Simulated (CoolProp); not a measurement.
Vapour-liquid equilibrium of R143a (1) + R152A (2) at 155 kPa; x and y are mole fractions of (1).

Model: multi-fluid Helmholtz-energy mixture model, Lemmon and Jacobsen 2000 and Outcalt 1996; pair parameters Bell 2016, in CoolProp.

| x | bubble temperature (K) | y at the bubble point | dew temperature at overall composition x (K) | liquid density (mol/L) |
|---|---|---|---|---|
| 0.05 | ___ | 0.135 | 258.3 | 14.94 |
| 0.2 | ___ | ___ | 255.5 | 14.77 |
| 0.35 | 246.6 | 0.595 | 252.4 | 14.56 |
| 0.5 | 243.3 | 0.722 | 249.0 | 14.34 |
| 0.65 | 240.5 | 0.820 | 245.2 | 14.11 |
| 0.8 | 238.1 | 0.903 | 241.1 | ___ |
| 0.95 | ___ | 0.977 | 236.8 | 13.64 |

Complete the blanks.


- 0.05, bubble temperature (K): 256.7
- 0.2, bubble temperature (K): 250.9
- 0.2, y at the bubble point: 0.417
- 0.8, liquid density (mol/L): 13.87
- 0.95, bubble temperature (K): 236.0

No azeotrope shows between x = 0.05 and 0.95.

Pair parameters are fitted to limited data, so mixtures are less certain than the pure fluids.
